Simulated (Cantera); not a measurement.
A freely propagating, adiabatic, planar premixed flame of H2 : O2 : N2 : H2O = 1 : 0.227 : 0.855 : 0.0045 (molar parts), unburnt at 300 K and 1.01 bar; mixture-averaged transport, grid criteria slope 0.08 and curve 0.16, no radiation.

Model: the H2/O2 subset of GRI-Mech 3.0, which has no nitrogen chemistry, integrated in Cantera. Burning velocities carry a grid error of a few per cent, more on coarse grids.

x: mole fraction of selected species; z is measured from the peak of heat release.

```tsv
z (mm)	T (K)	u (m/s)	x H2	x O2	x O	x OH	x H2O	x H2O2
-0.977	300	2.87	0.479	0.109	<1e-8	<1e-8	0.00216	<1e-8
-0.651	300	2.87	0.479	0.109	<1e-8	<1e-8	0.00216	<1e-8
-0.488	300	2.87	0.479	0.109	<1e-8	<1e-8	0.00216	<1e-8
-0.326	300	2.87	0.479	0.109	<1e-8	<1e-8	0.00216	<1e-8
-0.163	319	3.04	0.475	0.110	7.94e-7	(withheld)	0.00242	6.43e-6
-0.0814	546	5.04	0.449	0.106	7.78e-5	0.000732	0.0166	0.000103
0	948	8.50	0.390	0.0865	0.000735	(withheld)	0.0675	2.52e-5
0.0814	1253	11.1	0.319	0.0480	0.00208	(withheld)	0.144	1.54e-6
0.163	1424	12.6	0.272	0.0167	0.00165	0.00204	0.204	6.25e-7
0.326	1557	13.7	0.255	0.00142	0.000523	0.00203	0.234	2.99e-7
0.651	1662	14.5	0.262	0.000148	0.000315	0.00206	0.238	1.94e-7
1.30	1759	15.3	0.270	7.69e-5	0.000193	(withheld)	0.240	1.09e-7
2.60	1840	15.9	0.278	3.79e-5	9.73e-5	(withheld)	0.242	5.30e-8
```

Q: Fill in the missing entries.

A: 
- -0.163, x OH: 4.61e-6
- 0, x OH: 0.000794
- 0.0814, x OH: 0.00161
- 1.30, x OH: 0.00188
- 2.60, x OH: 0.00149
